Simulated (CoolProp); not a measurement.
Computed with CoolProp (reference Helmholtz-energy equation of state, Thol 2021).

Problem. For chlorine, give the phase and the density (kg/m³), cv (kJ/(kg K)), speed of sound (m/s), Joule-Thomson coefficient (K/MPa) at 327.5 K and 61.8 bar; 351.3 K and 61.8 bar.

Solution. 
- 327.5 K and 61.8 bar: liquid; density 1320, cv 0.483, speed of sound 729, Joule-Thomson coefficient -0.121
- 351.3 K and 61.8 bar: liquid; density 1230, cv 0.483, speed of sound 620, Joule-Thomson coefficient 0.0883
